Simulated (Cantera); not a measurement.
**Adiabatic ignition**

An adiabatic, constant-pressure homogeneous reactor starts with 4.12 % CH₄, 0.342 % C₂H₆, 20.1 % O₂, 75.5 % N₂, at 1150 K and 0.987 atm.

Computed with Cantera and GRI-Mech 3.0 (53 species, 325 reactions).

```csv
t (s),T (K),x CH₄,x C₂H₆,x O₂,x HCO,x NO
8.00e-6,1150,0.0412,0.00342,0.201,<1e-12,<1e-12
2.08e-5,1150,0.0412,0.00342,0.201,<1e-12,<1e-12
5.41e-5,1150,0.0412,0.00342,0.201,<1e-12,<1e-12
0.000141,1150,0.0412,0.00342,0.201,<1e-12,<1e-12
0.000366,1150,0.0412,0.00342,0.201,<1e-12,<1e-12
0.000953,1150,0.0412,0.00342,0.201,<1e-12,<1e-12
0.00248,1150,0.0412,0.00342,0.201,3.89e-12,<1e-12
0.00645,1152,0.0408,0.00329,0.200,1.40e-9,<1e-12
0.0168,2133,<1e-12,<1e-12,0.105,8.19e-12,0.000103
0.0437,2133,<1e-12,<1e-12,0.105,8.13e-12,0.000387
0.114,2131,<1e-12,<1e-12,0.105,7.98e-12,0.00109
0.296,2128,<1e-12,<1e-12,0.104,7.65e-12,0.00267
0.769,2123,<1e-12,<1e-12,0.103,7.14e-12,0.00521
2.00,2119,<1e-12,<1e-12,0.102,6.82e-12,0.00692
```
x: mole fraction; the columns are a selection and need not sum to one.

```
Quantity                                                          Result
---------------------------------  -------------------------------------
time of steepest temperature rise                                10.1 ms
temperature at 2.00 s                                             2119 K
equilibrium temperature                                           2119 K
x(CH₄) at 2.00 s                   <1e-12 (gas-phase equilibrium <1e-12)
x(C₂H₆) at 2.00 s                  <1e-12 (gas-phase equilibrium <1e-12)
x(O₂) at 2.00 s                      0.102 (gas-phase equilibrium 0.102)
```
